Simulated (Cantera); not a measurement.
Charge: 1 mol AlCl3, 15 mol N2O, 930 mol N2, at 2000 K and 0.570 bar.

Cantera equilibrium calculation (NASA polynomials, part measured and part estimated; ideal gas, pure solids and liquids). Candidate condensed phases: Al, AlCl3, AlN, Al2O3; 24 gas species. The numbers say what is thermodynamically allowed, not how fast it happens.

Base state: N2 0.989, O2 0.00629, Cl 0.00312, NO 0.00149, O 7.03e-5, Cl2 1.02e-5 (mole fractions); condensed: Al2O3(s).

What changes in the equilibrium state with this change: temperature from 2000 K to 1475 K?


```tsv
species	before	after
N2	0.989	0.990
O2	0.00629	0.00696
Cl	0.00312	0.00173
NO	0.00149	0.000221
O	7.03e-5	3.17e-7
Cl2	1.02e-5	0.000705
Al2O3(s), mol	0.500	0.500
```
